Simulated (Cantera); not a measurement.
What does this Cantera script print?

```python
import numpy as np
import cantera as ct

gas_names = """
    AL ALH ALN AL2 H H2 N NH NH2 NH3 N2 N2H2 N2H4
""".split()
cond_names = """
    AL(cr) AL(L) ALN(s)
""".split()


# ... load() reads the species with a 1 bar reference pressure and builds the phases ...
atoms = {
    'Al': {'AL': 1},
    'NH3': {'N': 1, 'H': 3},
    'H2': {'H': 2},
}
top_T = {'ALN(s)': 2750}  # K; cautious upper limits of use, not melting points


# ... equilibrate(T, P, feed) seeds the gas with the atoms and calls Mixture.equilibrate('TP', solver="vcs", rtol=1e-11, max_steps=5000) ...
results = []
feed = {'Al': 1, 'NH3': 120, 'H2': 9.4}  # mol
T = 800  # K
P = 1333.22  # Pa
mix = equilibrate(T, P, feed)
results.append((T, P, feed, dict(zip(mix.species_names, mix.species_moles))))
x = sorted(zip(gas.X, gas.species_names), reverse=True)
print(f"T = {T:g} K  P = {P:g} Pa  gas = {mix.phase_moles(0):.4g} mol")
print("   x: " + "  ".join(f"{s} {v:.3e}" for v, s in x if v > 0.001))
print("   condensed (mol): " + ("  ".join(f"{mix.phase(i).name} {mix.phase_moles(i):.4g}"
      for i in range(1, mix.n_phases) if mix.phase_moles(i) > 1e-12) or "none"))
```

Result:

```
T = 800 K  P = 1333.22 Pa  gas = 248.9 mol
   x: H2 7.609e-01  N2 2.390e-01
   condensed (mol): ALN(s) 1
```

These are equilibrium values from Cantera (NASA tables, ideal gas, pure condensed phases), not measurements of a reactor.
